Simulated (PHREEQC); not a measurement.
A made-up water analysis in mg/kgw, 25 °C, pH 5.93, pe -0.1:

| constituent | mg/kgw |
|---|---|
| Na | 0.0563 |
| K | 0.112 |
| Ca | 0.11 |
| Mg | 0.375 |
| Cl | 0.399 |
| S(6) as SO4 | 0.575 |
| Alkalinity as HCO3 | 1.21 |
| Sr | 0.000893 |
| N(-3) as NH4 | 0.002 |
| Fe(2) | 0.00208 |
| Si as SiO2 | 0.0597 |

Valence states are taken as typed.

All values are PHREEQC results (ion-association model, phreeqc.dat), not measurements.

```
quantity               before    after
-------------------  --------  -------
CO2 (mol/kgw)         5.50e-5  2.67e-5
HCO3- (mol/kgw)       2.10e-5  2.04e-5
MgSO4 (mol/kgw)       1.99e-8  1.99e-8
MgHCO3+ (mol/kgw)     3.64e-9  3.54e-9
CaSO4 (mol/kgw)       2.69e-9  2.69e-9
CO3-2 (mol/kgw)      8.63e-10  1.67e-9
SI of Quartz (SiO2)     -2.02    -2.02
```

**Question.** Which change was made?
A. temperature from 25 to 70 °C at the same typed pH
B. all concentrations times 2 at the same typed pH
C. pH from 5.93 to 6.23 at the same alkalinity

**Answer.** C, pH from 5.93 to 6.23 at the same alkalinity

Precipitation was switched off in this run.
